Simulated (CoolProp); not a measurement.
C3F8 (R218) along the isobar 6.08 MPa: Z from the reference equation and from simpler models built on Tc = 71.9 °C, pc = 2.640 MPa, ω = 0.317; each cubic takes its own stable root.

Values from CoolProp's reference Helmholtz-energy equation of state, Lemmon 2006. It is a short technical equation, of lower accuracy than the large ones.

```
T (°C)    phase   reference  van der Waals  Redlich-Kwong  Soave-Redlich-Kwong  Peng-Robinson
-------  ------  ----------  -------------  -------------  -------------------  -------------
-137.95  liquid      0.5130         0.8335         0.5651               0.5569         0.4972
-125.65  liquid      0.4805         0.7748     (withheld)               0.5172         0.4615
-113.45  liquid      0.4535     (withheld)         0.4945               0.4845         0.4320
-101.25  liquid      0.4306         0.6847         0.4679               0.4571         0.4072
-88.95   liquid      0.4109         0.6492         0.4454               0.4339         0.3862
-76.75   liquid  (withheld)     (withheld)         0.4266               0.4144     (withheld)
-64.55   liquid      0.3800         0.5929         0.4108               0.3981         0.3538
-52.35   liquid      0.3679         0.5704     (withheld)               0.3844         0.3414
-40.05   liquid      0.3575         0.5508         0.3866               0.3730         0.3311
```

### Question
What belongs in the gaps?

### Answer

- -125.65, Redlich-Kwong: 0.5264
- -113.45, van der Waals: 0.7260
- -76.75, reference: 0.3942
- -76.75, van der Waals: 0.6190
- -76.75, Peng-Robinson: 0.3686
- -52.35, Redlich-Kwong: 0.3976
